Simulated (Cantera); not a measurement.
A perfectly stirred reactor is fed with NH3 : H2 = 1 : 3.3 (molar parts), at 540 Torr; it is held at 1975 K, and followed from long to short residence time.

Detailed kinetics in Cantera: the gas-phase N/H chemistry of the illustrative SiF4/NH3 mechanism in the Surface Chemkin manual (1991). Walls and surfaces, which speed up NH3 decomposition in real reactors, are not modelled.

Problem. What does this change do: temperature 1975 to 1200 K?

Solution. 
```
quantity                 before     after
---------------------  --------  --------
x(NH3) at τ = 2.30 s     0.0129     0.233
x(H2) at τ = 2.30 s       0.897     0.767
x(NH2) at τ = 2.30 s    5.06e-5   9.44e-8
x(N) at τ = 2.30 s      3.70e-7    <1e-12
x(NH) at τ = 2.30 s     2.40e-6  6.55e-12
x(NH3) at τ = 0.140 s    0.0894     0.233
x(H2) at τ = 0.140 s      0.852     0.767
x(NH2) at τ = 0.140 s  0.000211   5.02e-8
x(N) at τ = 0.140 s     5.41e-7    <1e-12
x(NH) at τ = 0.140 s    5.93e-6  1.86e-12
```

Problem. What does this change do: H2 3.3 to 0.9 parts?

Solution. 
| quantity | before | after |
|---|---|---|
| x(NH3) at τ = 2.30 s | 0.0129 | 0.0199 |
| x(H2) at τ = 2.30 s | 0.897 | 0.813 |
| x(NH2) at τ = 2.30 s | 5.06e-5 | 7.21e-5 |
| x(N) at τ = 2.30 s | 3.70e-7 | 4.44e-7 |
| x(NH) at τ = 2.30 s | 2.40e-6 | 3.14e-6 |
| x(NH3) at τ = 0.140 s | 0.0894 | 0.165 |
| x(H2) at τ = 0.140 s | 0.852 | 0.716 |
| x(NH2) at τ = 0.140 s | 0.000211 | 0.000326 |
| x(N) at τ = 0.140 s | 5.41e-7 | 5.63e-7 |
| x(NH) at τ = 0.140 s | 5.93e-6 | 7.54e-6 |

Problem. What does this change do: H2 3.3 to 1.3 parts?

Solution. 
```json
[
 {"quantity": "x(NH3) at τ = 2.30 s", "before": "0.0129", "after": "0.0181"},
 {"quantity": "x(H2) at τ = 2.30 s", "before": "0.897", "after": "0.836"},
 {"quantity": "x(NH2) at τ = 2.30 s", "before": "5.06e-5", "after": "6.68e-5"},
 {"quantity": "x(N) at τ = 2.30 s", "before": "3.70e-7", "after": "4.28e-7"},
 {"quantity": "x(NH) at τ = 2.30 s", "before": "2.40e-6", "after": "2.97e-6"},
 {"quantity": "x(NH3) at τ = 0.140 s", "before": "0.0894", "after": "0.144"},
 {"quantity": "x(H2) at τ = 0.140 s", "before": "0.852", "after": "0.754"},
 {"quantity": "x(NH2) at τ = 0.140 s", "before": "0.000211", "after": "0.000296"},
 {"quantity": "x(N) at τ = 0.140 s", "before": "5.41e-7", "after": "5.60e-7"},
 {"quantity": "x(NH) at τ = 0.140 s", "before": "5.93e-6", "after": "7.17e-6"}
]
```
